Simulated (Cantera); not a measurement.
A closed system holds: 1 mol Al2O3, 51 mol H2, held at 0.0133 bar.

Method: chemical equilibrium by Gibbs-energy minimisation in Cantera with the NASA 1993 tables (ideal gas, pure condensed phases). Candidate condensed phases: Al, Al2O3, H2O; 19 gas species. Rates play no part.

### Question
Which condensed phases are stable at each of these points (T (K)): 823, 973, 1123, 1273, 1423, 1573, 1723, 1873, 2023, 2173, 2323, 2473, 2623?

### Answer
```json
[
 {"T (K)": "823", "condensed phases": "Al2O3(s)", "Al condensed (%)": "100.0"},
 {"T (K)": "973", "condensed phases": "Al2O3(s)", "Al condensed (%)": "100.0"},
 {"T (K)": "1123", "condensed phases": "Al2O3(s)", "Al condensed (%)": "100.0"},
 {"T (K)": "1273", "condensed phases": "Al2O3(s)", "Al condensed (%)": "100.0"},
 {"T (K)": "1423", "condensed phases": "Al2O3(s)", "Al condensed (%)": "100.0"},
 {"T (K)": "1573", "condensed phases": "Al2O3(s)", "Al condensed (%)": "100.0"},
 {"T (K)": "1723", "condensed phases": "Al2O3(s)", "Al condensed (%)": "100.0"},
 {"T (K)": "1873", "condensed phases": "Al2O3(s)", "Al condensed (%)": "99.7"},
 {"T (K)": "2023", "condensed phases": "Al2O3(s)", "Al condensed (%)": "98.8"},
 {"T (K)": "2173", "condensed phases": "Al2O3(s)", "Al condensed (%)": "95.5"},
 {"T (K)": "2323", "condensed phases": "Al2O3(s)", "Al condensed (%)": "85.8"},
 {"T (K)": "2473", "condensed phases": "Al2O3(l)", "Al condensed (%)": "64.9"},
 {"T (K)": "2623", "condensed phases": "Al2O3(l)", "Al condensed (%)": "20.3"}
]
```

From 823 K to 2323 K the condensed part is Al2O3(s). From 2473 K to 2623 K the condensed part is Al2O3(l).
